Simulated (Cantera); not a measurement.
Charge: 1 mol Si2Cl6, 0.97 mol N2, 3.3 mol NH3, held at 1823.15 K and 0.133 bar.

Cantera equilibrium calculation (NASA polynomials, part measured and part estimated; ideal gas, pure solids and liquids). Candidate condensed phases: NH4Cl, Si, Si3N4; 28 gas species. The feed counts by its element totals alone. The tables' values for SiCl3, SiCl are old estimates; treat these amounts as uncertain. Kinetics and transport are ignored.

Base state: H2 0.373, N2 0.244, HCl 0.199, SiCl2 0.171, SiCl3 0.00931, SiCl4 0.000783, H 0.000726, SiHCl3 0.000389 (mole fractions); condensed: Si3N4(s).

**Question.** What changes in the equilibrium state with this change: NH3 from 3.3 to 24 mol?

**Answer.** 
```tsv
species	before	after
H2	0.373	0.661
N2	0.244	0.239
HCl	0.199	0.0824
SiCl2	0.171	0.0168
SiCl4	0.000783	7.41e-6
SiCl3	0.00931	0.000284
SiHCl3	0.000389	1.58e-5
Si3N4(s), mol	0.0337	0.373
```
Gases not in the tables: Si2H6 and higher silanes.

**Question.** What changes in the equilibrium state with this change: NH3 from 3.3 to 25 mol?

**Answer.** 
```tsv
species	before	after
H2	0.373	0.664
N2	0.244	0.239
HCl	0.199	0.0802
SiCl2	0.171	0.0158
SiCl4	0.000783	6.56e-6
SiCl3	0.00931	0.000259
SiHCl3	0.000389	1.44e-5
Si3N4(s), mol	0.0337	0.380
```
Gases not in the tables: Si2H6 and higher silanes.
